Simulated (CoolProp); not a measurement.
A Linde-Hampson liquefier for CF4 (R14): isothermal reversible compression at 300 K from 1 atm to 30 MPa, throttling to 1 atm, return gas leaving the recuperator 5 K below the feed. Each further row changes one setting.

Computed with CoolProp (reference Helmholtz-energy equation of state, Platzer 1990). This equation is an older, rougher fit; its heat capacities, sound speeds and derivatives of the liquid may be far off and weren't checked against measurements.

```
case                        liquid yield per pass  compression work (kJ/kg of gas)
--------------------------  ---------------------  -------------------------------
as stated                                   0.282                              145
warm-end temperature 330 K                  0.218                              166
warm-end gap 10 K                           0.271                              145
```
